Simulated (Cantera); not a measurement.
Charge: 1 mol Si, a varied amount of HCl, 2.6 mol H2, at 1350 K and 2800000 Pa.

Cantera equilibrium calculation (NASA polynomials, part measured and part estimated; ideal gas, pure solids and liquids). Candidate condensed phases: Si; 19 gas species. The tables' values for SiCl3 are old estimates; treat these amounts as uncertain. Gases not in the tables: Si2H6 and higher silanes. Kinetics and transport are ignored.

x: gas mole fraction; n: condensed amount in mol.

```tsv
n(HCl) (mol)	x H2	x HCl	x SiCl4	x SiHCl3	x SiH2Cl2	n Si(s)
0.62	0.915	0.0279	0.0151	0.0285	0.00780	…
0.97	0.885	0.0311	0.0252	0.0410	0.00974	…
1.3	0.862	0.0331	0.0341	0.0507	0.0110	…
1.7	0.838	0.0348	0.0439	0.0605	0.0122	…
2	0.822	0.0357	0.0506	0.0667	0.0128	…
2.4	0.804	0.0367	0.0587	0.0738	0.0135	…
2.7	0.793	0.0372	0.0643	0.0783	0.0139	…
3.1	0.779	0.0378	0.0710	0.0837	0.0144	…
3.4	0.769	0.0382	0.0757	0.0872	0.0147	…
3.8	0.756	0.0605	0.0971	0.0695	0.00725	0
4.1	0.738	0.0872	0.110	0.0535	0.00378	0
4.5	0.708	0.128	0.119	0.0377	0.00174	0
4.8	0.683	0.161	0.122	0.0296	0.00105	0
```

### Question
Complete the blanks.

### Answer

- 0.62, n Si(s): 0.825
- 0.97, n Si(s): 0.723
- 1.3, n Si(s): 0.627
- 1.7, n Si(s): 0.511
- 2, n Si(s): 0.425
- 2.4, n Si(s): 0.310
- 2.7, n Si(s): 0.224
- 3.1, n Si(s): 0.109
- 3.4, n Si(s): 0.0229
